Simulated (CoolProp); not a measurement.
Ammonia at 593.51 K and 4.73 MPa is throttled through a valve to 0.613 MPa with no heat exchange. Each further row changes one setting.

Model: reference Helmholtz-energy equation of state, Gao 2020, in CoolProp.

```
case                       temperature change (K)  final density (kg/m³)
-------------------------  ----------------------  ---------------------
as stated                                   -14.6                   2.18
outlet pressure 0.184 MPa                       …                      …
outlet pressure 0.797 MPa                       …                   2.84
```

**Question.** Fill in the missing entries.

**Answer.** 
- outlet pressure 0.184 MPa, temperature change (K): -16.2
- outlet pressure 0.184 MPa, final density (kg/m³): 0.654
- outlet pressure 0.797 MPa, temperature change (K): -13.9
